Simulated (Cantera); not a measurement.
Charge: 1 mol Si, 1.3 mol HF, 0.36 mol H2, 5.9 mol NF3, at 1073 K and 0.100 bar.

Cantera equilibrium calculation (NASA polynomials, part measured and part estimated; ideal gas, pure solids and liquids). Candidate condensed phases: Si, Si3N4; 37 gas species. Kinetics and transport are ignored.

Base state: F 0.320, F2 0.276, N2 0.199, HF 0.136, SiF4 0.0675, NF3 0.000920 (mole fractions); condensed: gas only.

Task: What changes in the equilibrium state with this change: NF3 from 5.9 to 0.85 mol?

Result: 
| species | before | after |
|---|---|---|
| H2 | <1e-9 | 0.425 |
| SiF4 | 0.0675 | 0.405 |
| N2 | 0.199 | 0.169 |
| F | 0.320 | <1e-9 |
| F2 | 0.276 | <1e-9 |
| HF | 0.136 | 0.00109 |
| SiHF3 | <1e-9 | 0.00104 |
| NF3 | 0.000920 | <1e-9 |
| SiF3 | <1e-9 | 8.18e-5 |
| Si3N4(s), mol | 0 | 0.0125 |
The tables' values for SiF3 are old estimates; treat these amounts as uncertain.
